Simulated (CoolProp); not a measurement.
Properties of n-nonane along the isobar 626 kPa.

Computed with CoolProp (reference Helmholtz-energy equation of state, Lemmon 2006). It is a short technical equation, of lower accuracy than the large ones.

| T (K) | phase | cp (kJ/(kg K)) | viscosity (µPa s) | Prandtl number | fugacity coefficient |
|---|---|---|---|---|---|
| 362.4 | liquid | 2.462 | 340 | 7.57 | 0.02305 |
| 375 | liquid | 2.515 | 306 | 7.14 | 0.03662 |
| 387.6 | liquid | 2.569 | 277 | 6.76 | 0.05594 |
| 400.2 | liquid | 2.624 | 251 | 6.42 | 0.08252 |
| 412.8 | liquid | 2.680 | 228 | 6.11 | 0.1180 |
| 425.4 | liquid | 2.737 | 208 | 5.83 | 0.1638 |
| 438 | liquid | 2.794 | 190 | 5.56 | 0.2218 |
| 450.7 | liquid | 2.854 | 173 | 5.30 | 0.2938 |
| 463.3 | liquid | 2.915 | 158 | 5.06 | 0.3801 |
| 475.9 | liquid | 2.978 | 143 | 4.83 | 0.4821 |

Viscosity comes from a separate model (Huber 2004). Thermal conductivity comes from a separate model (Huber 2005).
